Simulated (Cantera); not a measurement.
An isothermal, constant-pressure homogeneous reactor starts with NO : N₂ = 1 : 0.43 (molar parts), at 1500 K and 0.560 bar. Integrator tolerance rtol = 1e-08.

Model: GRI-Mech 3.0 (53 species, 325 reactions), integrated in Cantera.

Question: What does this change do: temperature 1500 to 2000 K?

Answer: 
| quantity | before | after |
|---|---|---|
| x(NO) at 6.00 s | 0.670 (gas-phase equilibrium 0.00144) | 0.0197 (gas-phase equilibrium 0.00892) |
| x(O₂) at 6.00 s | 0.0141 (gas-phase equilibrium 0.349) | 0.339 (gas-phase equilibrium 0.345) |
| x(N₂O) at 6.00 s | 0.000147 (gas-phase equilibrium 6.00e-8) | 4.55e-7 (gas-phase equilibrium 3.40e-7) |
| x(NO₂) at 6.00 s | 0.000754 (gas-phase equilibrium 7.41e-6) | 3.22e-5 (gas-phase equilibrium 1.47e-5) |
| x(O) at 6.00 s | 7.52e-7 (gas-phase equilibrium 3.22e-6) | 0.000524 (gas-phase equilibrium 0.000528) |
